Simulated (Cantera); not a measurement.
A perfectly stirred reactor is fed with H2 : O2 : N2 : H2O = 1 : 0.294 : 2.94 : 0.33 (molar parts), at 1.00 bar; it is adiabatic with a 400 K inlet, and is followed from long to short residence time, starting on the burning branch (τ in s: 0.039, 0.017, 0.0073, 0.0032, 0.0014, 0.0006, 0.00026, 0.00011, 4.9e-05, 2.1e-05, 9.1e-06, 4e-06).

Computed with Cantera and the H2/O2 subset of GRI-Mech 3.0, which has no nitrogen chemistry.

### Question
Predict: blow-out, bracketed by the residence times tried; x(H2) at τ = 39.0 ms; x(O2) at τ = 39.0 ms; x(H2O) at τ = 39.0 ms; x(HO2) at τ = 39.0 ms; x(H) at τ = 39.0 ms; x(H2) at τ = 0.260 ms; x(O2) at τ = 0.260 ms; x(H2O) at τ = 0.260 ms; x(HO2) at τ = 0.260 ms; x(H) at τ = 0.260 ms.

### Answer
| Quantity | Result |
|---|---|
| blow-out, bracketed by the residence times tried | burning at 0.260 ms, out at 0.110 ms |
| x(H2) at τ = 39.0 ms | 0.0955 |
| x(O2) at τ = 39.0 ms | 0.000171 |
| x(H2O) at τ = 39.0 ms | 0.214 |
| x(HO2) at τ = 39.0 ms | 1.89e-7 |
| x(H) at τ = 39.0 ms | 0.00245 |
| x(H2) at τ = 0.260 ms | 0.0987 |
| x(O2) at τ = 0.260 ms | 0.00560 |
| x(H2O) at τ = 0.260 ms | 0.200 |
| x(HO2) at τ = 0.260 ms | 7.82e-6 |
| x(H) at τ = 0.260 ms | 0.0164 |
